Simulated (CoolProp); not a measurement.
Ethanol along the isotherm 586.1 K: fugacity coefficient from the reference equation and from simpler models built on Tc = 514.7 K, pc = 62.68 bar, ω = 0.644; each cubic takes its own stable root.

Computed with CoolProp (reference Helmholtz-energy equation of state, Schroeder 2014).

```
p (bar)          phase  reference
-------  -------------  ---------
15.7               gas     0.9605
31.3               gas     0.9216
47                 gas     0.8827
62.7     supercritical     0.8437
78.3     supercritical     0.8047
94       supercritical     0.7649
110      supercritical     0.7239
125      supercritical     0.6859
141      supercritical     0.6473
157      supercritical     0.6124
```

Task: How far does each simpler model (van der Waals, Redlich-Kwong) lie from the reference over these 10 states: mean and median of the absolute difference, and the worst?

Result: 
- van der Waals: mean 9.1 %, median 9.8 %, worst -14.3 % at 586.1 K and 141 bar
- Redlich-Kwong: mean 9.3 %, median 10.2 %, worst -13.8 % at 586.1 K and 141 bar
